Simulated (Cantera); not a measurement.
A freely propagating, adiabatic, planar premixed flame of 3.39 % C₃H₈, 19.3 % O₂, 72.6 % N₂, 4.75 % H₂O, equivalence ratio 0.88, unburnt at 473 K and 12000 Pa; unity-Lewis-number transport, grid criteria slope 0.08 and curve 0.16, no radiation.

Model: GRI-Mech 3.0 (53 species, 325 reactions), integrated in Cantera. GRI-Mech 3.0 was tuned for natural gas; its chemistry of propane as a main component is partial and can be far from experiment. Unity Lewis numbers drop preferential diffusion, which matters most where H2 and H carry the flame. Burning velocities carry a grid error of a few per cent, more on coarse grids.

Predict: laminar burning velocity; thermal thickness; peak x(O); peak x(HCO).

laminar burning velocity: 78.4 cm/s
thermal thickness: 2.76 mm
peak x(O): 0.00851
peak x(HCO): 6.93e-5
